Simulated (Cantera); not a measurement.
An isothermal, constant-pressure homogeneous reactor starts with 47.6 % NH3, 52.4 % H2, at 2200 K and 10.00 Torr.

Detailed kinetics in Cantera: the gas-phase N/H chemistry of the illustrative SiF4/NH3 mechanism in the Surface Chemkin manual (1991). Walls and surfaces, which speed up NH3 decomposition in real reactors, are not modelled.

One state of this run: x NH3 = 0.432; x H2 = 0.551; x NH = 6.48e-5; x N2H2 = 9.57e-6; x N2H4 = 5.72e-9. x: mole fraction; the columns are a selection and need not sum to one.

Task: Which value of t (s) does it belong to?
A. 0.00149
B. 200
C. 0.0227
D. 0.0563

Result: C, 0.0227
